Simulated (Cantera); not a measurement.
A Cantera script and what it prints.

```python
import numpy as np
import cantera as ct

gas_names = """
    C CN CO CO2 C2 CCN CNC C2N2 C2O C3 C3O2 C4 C4N2 C5 Fe FeC5O5 FeO N NCO NO NO2 NO3 N2 N2O O O2 O3
""".split()
cond_names = """
    C(gr) Fe(a) Fe(c) Fe(d) Fe(L) FeC5O5(L) FeO(s) FeO(L) Fe2O3(s) Fe3O4(s)
""".split()


def load(file, names, dense=False):
    # The tables refer to 1 bar. Condensed volumes are neglected.
    table = {s.name: s for s in ct.Species.list_from_file(file)}
    out = []
    for n in names:
        d = dict(table[n].input_data)
        d["thermo"] = dict(d["thermo"], **{"reference-pressure": 1e5})
        if dense:
            d["equation-of-state"] = {"model": "constant-volume", "density": "1e6 g/cm^3"}
        out.append(ct.Species.from_dict(d))
    return out


gas = ct.Solution(thermo="ideal-gas", species=load("nasa_gas.yaml", gas_names))
cond = {s.name: ct.Solution(thermo="fixed-stoichiometry", species=[s], name=s.name)
        for s in load("nasa_condensed.yaml", cond_names, dense=True)}
atoms = {
    'Fe(CO)5': {'Fe': 1, 'C': 5, 'O': 5},
    'N2': {'N': 2},
}
top_T = {'C(gr)': 4500, 'Fe2O3(s)': 1830, 'Fe3O4(s)': 1870}  # K; cautious upper limits of use, not melting points


def equilibrate(T, P, feed):
    n = {}
    for name, mol in feed.items():
        for a, k in atoms[name].items():
            n[a] = n.get(a, 0.0) + k * mol
    gas.TPX = T, P, n
    mass = sum(n.values()) * gas.mean_molecular_weight
    gas.equilibrate("TP")
    valid = [c for c in cond.values() if c.min_temp <= T <= top_T.get(c.name, c.max_temp)]
    mix = ct.Mixture([(gas, mass / gas.mean_molecular_weight)] + [(c, 0.0) for c in valid])
    mix.T, mix.P = T, P
    mix.equilibrate("TP", solver="vcs", rtol=1e-11, max_steps=5000)
    return mix


results = []
feed = {'Fe(CO)5': 1, 'N2': 2.2}  # mol
T = 923  # K
P = 101325  # Pa
mix = equilibrate(T, P, feed)
results.append((T, P, feed, dict(zip(mix.species_names, mix.species_moles))))
print(gas.report(threshold=0.001))
for i in range(1, mix.n_phases):
    print(f"{mix.phase(i).name:16s} {mix.phase_moles(i):12.5e} mol")
```

Result:

```
       temperature   923 K
          pressure   1.0132e+05 Pa
           density   0.42562 kg/m^3
  mean mol. weight   32.236 kg/kmol
   phase of matter   gas

                          1 kg             1 kmol
                     ---------------   ---------------
          enthalpy       -3.5345e+06       -1.1394e+08  J
   internal energy       -3.7726e+06       -1.2161e+08  J
           entropy            7649.1        2.4658e+05  J/K
    Gibbs function       -1.0595e+07       -3.4153e+08  J
 heat capacity c_p            1177.5             37960  J/K
 heat capacity c_v            919.62             29645  J/K

                      mass frac. Y      mole frac. X     chem. pot. / RT
                     ---------------   ---------------   ---------------
                CO           0.24973           0.28741           -41.032
               CO2           0.36048           0.26405           -80.652
                N2           0.38979           0.44854           -25.448
     [  +24 minor]        5.3198e-15        2.6296e-15

C(gr)             2.29514e+00 mol
Fe(a)             0.00000e+00 mol
FeC5O5(L)         0.00000e+00 mol
FeO(s)            1.00000e+00 mol
Fe2O3(s)          0.00000e+00 mol
Fe3O4(s)          0.00000e+00 mol
```

Equilibrium computed with Cantera from the NASA thermochemical tables; the gas is ideal and each condensed phase is pure. The tables' stoichiometric FeO is somewhat more stable than real wüstite, so its field is too wide. FeO: taken at fixed stoichiometry.
